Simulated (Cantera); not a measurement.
A perfectly stirred reactor is fed with CH₄ : CO₂ = 1 : 0.49 (molar parts), at 13500 Torr; it is held at 1625 K, and followed from long to short residence time.

Computed with Cantera and GRI-Mech 3.0 (53 species, 325 reactions). GRI-Mech 3.0 stops at C3 and has no aromatics, soot or wall deposition, so with more carbon than oxygen in the feed, carbon stays in small species such as C2H2 where larger ones or solid carbon would form. The pressure lies above the range GRI-Mech 3.0 was tuned for (to about 10 atm).

Task: What does this change do: temperature 1625 to 1400 K?

Result: 
| quantity | before | after |
|---|---|---|
| x(CH₄) at τ = 0.790 s | 0.189 | 0.444 |
| x(CO₂) at τ = 0.790 s | 0.0295 | 0.210 |
| x(HCO) at τ = 0.790 s | 5.03e-8 | 9.98e-10 |
| x(H₂O₂) at τ = 0.790 s | <1e-12 | <1e-12 |
| x(H₂) at τ = 0.790 s | 0.322 | 0.102 |
| x(CH₄) at τ = 63.0 ms | 0.219 | 0.632 |
| x(CO₂) at τ = 63.0 ms | 0.0815 | 0.321 |
| x(HCO) at τ = 63.0 ms | 2.58e-8 | 8.30e-12 |
| x(H₂O₂) at τ = 63.0 ms | <1e-12 | <1e-12 |
| x(H₂) at τ = 63.0 ms | 0.248 | 0.0290 |

Task: What does this change do: temperature 1625 to 2198 K?

Result: 
```
quantity                 before     after
----------------------  -------  --------
x(CH₄) at τ = 0.790 s     0.189    0.0115
x(CO₂) at τ = 0.790 s    0.0295   3.26e-5
x(HCO) at τ = 0.790 s   5.03e-8   1.41e-6
x(H₂O₂) at τ = 0.790 s   <1e-12    <1e-12
x(H₂) at τ = 0.790 s      0.322     0.573
x(CH₄) at τ = 63.0 ms     0.219    0.0124
x(CO₂) at τ = 63.0 ms    0.0815  0.000364
x(HCO) at τ = 63.0 ms   2.58e-8   1.40e-6
x(H₂O₂) at τ = 63.0 ms   <1e-12    <1e-12
x(H₂) at τ = 63.0 ms      0.248     0.570
```

Task: What does this change do: CO2 0.49 to 4.7 parts?

Result: 
| quantity | before | after |
|---|---|---|
| x(CH₄) at τ = 0.790 s | 0.189 | 0.0145 |
| x(CO₂) at τ = 0.790 s | 0.0295 | 0.368 |
| x(HCO) at τ = 0.790 s | 5.03e-8 | 2.66e-8 |
| x(H₂O₂) at τ = 0.790 s | <1e-12 | 1.67e-12 |
| x(H₂) at τ = 0.790 s | 0.322 | 0.0592 |
| x(CH₄) at τ = 63.0 ms | 0.219 | 0.0394 |
| x(CO₂) at τ = 63.0 ms | 0.0815 | 0.525 |
| x(HCO) at τ = 63.0 ms | 2.58e-8 | 1.01e-8 |
| x(H₂O₂) at τ = 63.0 ms | <1e-12 | 1.86e-12 |
| x(H₂) at τ = 63.0 ms | 0.248 | 0.0313 |
